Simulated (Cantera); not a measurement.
Predominance diagram of Na at 1550 K against the partial pressures of O2 and S2 (log10, bar). Standard-state values (1 bar) from the NASA 1993 polynomials, evaluated with Cantera. Candidates: Na(l), Na2O(l), Na2S(l), Na2SO4(l). Only these pure phases compete in this equilibrium. Not in the tables: pyrosulfates.

### Question
Which phase is stable at these pairs, and which metal-bearing vapour leads over it? (-10, -7.5); (-10.9, -2.5); (-7.3, -2.5); (-6.4, -7.5); (-15.5, -6.2); (-10, -8.8); (-17.3, -8.8)

### Answer
```csv
log p(O2),log p(S2),phase,chief vapour,log p (bar)
-10,-7.5,Na2S(l),Na,-1.2
-10.9,-2.5,Na2S(l),Na,-2.5
-7.3,-2.5,Na2SO4(l),Na,-3.8
-6.4,-7.5,Na2SO4(l),Na,-3.4
-15.5,-6.2,Na2S(l),Na,-1.5
-10,-8.8,Na2S(l),Na,-0.9
-17.3,-8.8,Na2S(l),Na,-0.9
```
